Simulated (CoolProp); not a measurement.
Vapour-liquid equilibrium of isobutene (1) + acetone (2) at 234.3 K; x and y are mole fractions of (1).

Model: multi-fluid Helmholtz-energy mixture model, Lemmon 2005 and Lemmon 2006; pair parameters Bell 2016, in CoolProp.

```json
[
 {"x": "0.05", "bubble pressure, mixture model (kPa)": "…", "bubble pressure, Raoult's law (kPa)": "1.944", "y, mixture model": "0.857", "y, Raoult's law": "0.615"},
 {"x": "0.15", "bubble pressure, mixture model (kPa)": "11.98", "bubble pressure, Raoult's law (kPa)": "4.255", "y, mixture model": "0.942", "y, Raoult's law": "0.843"},
 {"x": "0.25", "bubble pressure, mixture model (kPa)": "…", "bubble pressure, Raoult's law (kPa)": "6.566", "y, mixture model": "0.960", "y, Raoult's law": "0.910"},
 {"x": "0.35", "bubble pressure, mixture model (kPa)": "18.36", "bubble pressure, Raoult's law (kPa)": "8.877", "y, mixture model": "…", "y, Raoult's law": "0.942"},
 {"x": "0.45", "bubble pressure, mixture model (kPa)": "…", "bubble pressure, Raoult's law (kPa)": "11.19", "y, mixture model": "0.969", "y, Raoult's law": "0.961"},
 {"x": "0.55", "bubble pressure, mixture model (kPa)": "20.01", "bubble pressure, Raoult's law (kPa)": "13.50", "y, mixture model": "0.971", "y, Raoult's law": "0.974"},
 {"x": "0.65", "bubble pressure, mixture model (kPa)": "20.39", "bubble pressure, Raoult's law (kPa)": "15.81", "y, mixture model": "0.972", "y, Raoult's law": "0.983"},
 {"x": "0.75", "bubble pressure, mixture model (kPa)": "20.89", "bubble pressure, Raoult's law (kPa)": "18.12", "y, mixture model": "0.975", "y, Raoult's law": "0.989"},
 {"x": "0.85", "bubble pressure, mixture model (kPa)": "…", "bubble pressure, Raoult's law (kPa)": "20.43", "y, mixture model": "0.980", "y, Raoult's law": "0.994"},
 {"x": "0.95", "bubble pressure, mixture model (kPa)": "…", "bubble pressure, Raoult's law (kPa)": "22.74", "y, mixture model": "0.991", "y, Raoult's law": "0.998"}
]
```

### Question
Complete the blanks.

### Answer

- 0.05, bubble pressure, mixture model (kPa): 5.274
- 0.25, bubble pressure, mixture model (kPa): 16.09
- 0.35, y, mixture model: 0.966
- 0.45, bubble pressure, mixture model (kPa): 19.47
- 0.85, bubble pressure, mixture model (kPa): 21.72
- 0.95, bubble pressure, mixture model (kPa): 23.03

The largest gap from Raoult's law is +181.6 % in bubble pressure, at x = 0.15. No azeotrope shows between x = 0.05 and 0.95.

Pair parameters are fitted to limited data, so mixtures are less certain than the pure fluids. With so large a gap from Raoult's law the liquid may split in two, which this calculation doesn't test in full.
